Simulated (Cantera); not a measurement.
# Stirred combustor or abatement burner

A perfectly stirred reactor is fed with 12.0 % CH4, 18.5 % O2, 69.5 % N2, at 1600000 Pa; it is adiabatic with a 450 K inlet, and is followed from long to short residence time, starting on the burning branch (τ in s: 0.035, 0.015, 0.0064, 0.0027, 0.0012, 0.00049, 0.00021, 9e-05, 3.8e-05, 1.6e-05).

Model: GRI-Mech 3.0 (53 species, 325 reactions), integrated in Cantera. The pressure lies above the range GRI-Mech 3.0 was tuned for (to about 10 atm).

| τ (s) | T (K) | x CH4 | x O2 | x OH | x H2O2 | x C2H2 |
|---|---|---|---|---|---|---|
| 0.035 | 2169 | 0.000167 | 5.70e-5 | 0.000165 | 7.59e-9 | 6.84e-6 |
| 0.015 | 2168 | 0.000339 | 0.000125 | 0.000175 | 1.36e-8 | 2.73e-5 |
| 0.0064 | 2168 | 0.000654 | 0.000278 | 0.000187 | 2.72e-8 | 9.47e-5 |
| 0.0027 | 2167 | 0.00117 | 0.000614 | 0.000206 | 5.84e-8 | 0.000265 |
| 0.0012 | 2163 | 0.00184 | 0.00127 | 0.000232 | 1.24e-7 | 0.000546 |
| 0.00049 | 2149 | 0.00283 | 0.00277 | 0.000268 | 2.91e-7 | 0.000952 |
| 0.00021 | 2118 | 0.00422 | 0.00588 | 0.000298 | 6.93e-7 | 0.00136 |
| 9.0e-5 | 2020 | 0.00780 | 0.0153 | 0.000254 | 2.07e-6 | 0.00177 |
| 3.8e-5 | 450 | 0.120 | 0.185 | <1e-12 | <1e-12 | <1e-12 |
| 1.6e-5 | 450 | 0.120 | 0.185 | <1e-12 | <1e-12 | <1e-12 |
x: mole fraction; the columns are a selection and need not sum to one.
